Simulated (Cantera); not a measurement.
# Gas-phase reforming

An isothermal, constant-pressure homogeneous reactor starts with 63.2 % CH₄, 36.8 % H₂O, at 1450 K and 750 Torr.

Computed with Cantera and GRI-Mech 3.0 (53 species, 325 reactions). GRI-Mech 3.0 stops at C3 and has no aromatics, soot or wall deposition, so with more carbon than oxygen in the feed, carbon stays in small species such as C2H2 where larger ones or solid carbon would form.

```tsv
t (s)	x CH₄	x H₂O	x O	x CH₂CO	x C₂H	x C₂H₂	x O₂
0.000200	0.631	0.368	<1e-12	<1e-12	<1e-12	5.16e-10	<1e-12
0.000796	0.631	0.368	<1e-12	<1e-12	<1e-12	5.37e-8	<1e-12
0.00317	0.630	0.368	<1e-12	6.06e-11	<1e-12	2.46e-6	<1e-12
0.0126	0.625	0.368	1.19e-12	1.56e-8	2.43e-12	0.000140	<1e-12
0.0502	0.597	0.363	1.24e-12	1.56e-6	8.27e-11	0.00445	<1e-12
0.200	0.507	0.342	<1e-12	1.10e-5	5.15e-10	0.0317	<1e-12
0.796	0.332	0.300	<1e-12	1.89e-5	1.22e-9	0.0800	<1e-12
3.17	0.171	0.249	<1e-12	1.99e-5	2.07e-9	0.112	<1e-12
12.6	0.155	0.185	<1e-12	1.13e-5	1.63e-9	0.0883	<1e-12
50.2	0.145	0.100	<1e-12	3.62e-6	8.88e-10	0.0515	<1e-12
200	0.122	0.0336	<1e-12	9.47e-7	4.34e-10	0.0266	<1e-12
```
x: mole fraction; the columns are a selection and need not sum to one.

Equilibrium at this temperature and pressure: CH₄ 0.103, H₂O 4.81e-6, O <1e-12, CH₂CO 3.90e-7, C₂H 2.56e-10, C₂H₂ 0.0161, O₂ <1e-12 (gas phase only).
